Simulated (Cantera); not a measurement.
A Cantera script and what it prints.

```python
import numpy as np
import cantera as ct

gas_names = """
    CL CL2 H HCL H2 N NH NH2 NH3 N2 N2H2 N2H4 Si SiCL SiCL2 SiCL3 SiCL4 SiH SiHCL3 SiH2 SiH2CL2 SiH3
    SiH3CL SiH4 SiN Si2 Si2N Si3
""".split()
cond_names = """
    NH4CL(a) NH4CL(b) Si(cr) Si(L) Si3N4(a)
""".split()


# ... load() reads the species with a 1 bar reference pressure and builds the phases ...
atoms = {
    'SiH2Cl2': {'Si': 1, 'H': 2, 'CL': 2},
    'HCl': {'H': 1, 'CL': 1},
    'N2': {'N': 2},
}
top_T = {'Si3N4(a)': 2400}  # K; cautious upper limits of use, not melting points


# ... equilibrate(T, P, feed) seeds the gas with the atoms and calls Mixture.equilibrate('TP', solver="vcs", rtol=1e-11, max_steps=5000) ...
results = []
feed = {'SiH2Cl2': 1, 'HCl': 0.21, 'N2': 100}  # mol
T = 948.15  # K
P = 101325  # Pa
mix = equilibrate(T, P, feed)
results.append((T, P, feed, dict(zip(mix.species_names, mix.species_moles))))
x = sorted(zip(gas.X, gas.species_names), reverse=True)
print(f"T = {T:g} K  P = {P:g} Pa  gas = {mix.phase_moles(0):.4g} mol")
print("   x: " + "  ".join(f"{s} {v:.3e}" for v, s in x if v > 0.001))
print("   condensed (mol): " + ("  ".join(f"{mix.phase(i).name} {mix.phase_moles(i):.4g}"
      for i in range(1, mix.n_phases) if mix.phase_moles(i) > 1e-12) or "none"))
```

It prints:

```
T = 948.15 K  P = 101325 Pa  gas = 101.5 mol
   x: N2 9.799e-01  HCL 1.501e-02  H2 3.383e-03  SiCL4 1.691e-03
   condensed (mol): Si3N4(a) 0.2761
```

Method: chemical equilibrium by Gibbs-energy minimisation in Cantera with the NASA 1993 tables (ideal gas, pure condensed phases). N2 is the only nitrogen source here; it is nearly inert below about 1500 K, so the nitride shown seldom forms there in practice.
